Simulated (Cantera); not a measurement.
Charge: 1 mol Si, 0.64 mol NF3, 4.2 mol SF6, equilibrated at 402 °C and 13.3 mbar.

Method: chemical equilibrium by Gibbs-energy minimisation in Cantera with the NASA 1993 tables (ideal gas, pure condensed phases). Candidate condensed phases: S, Si, Si3N4; 29 gas species. The tables' values for S2F2 (SSF2), SF3 are old estimates; treat these amounts as uncertain. The numbers say what is thermodynamically allowed, not how fast it happens.

What is the equilibrium state?


| Item | Result |
|---|---|
| x(SF6) | 0.575 |
| x(SF4) | 0.186 |
| x(SiF4) | 0.181 |
| x(N2) | 0.0580 |
| x(S2F2 (SSF2)) | 0.000580 |
| x(SF3) | 4.22e-5 |
| x(SF2) | 2.08e-5 |
| gas amount | 5.517 mol |
| log10 activity of S(l) (absent) | -6.56 |
| log10 activity of Si(s) (absent) | -72.48 |
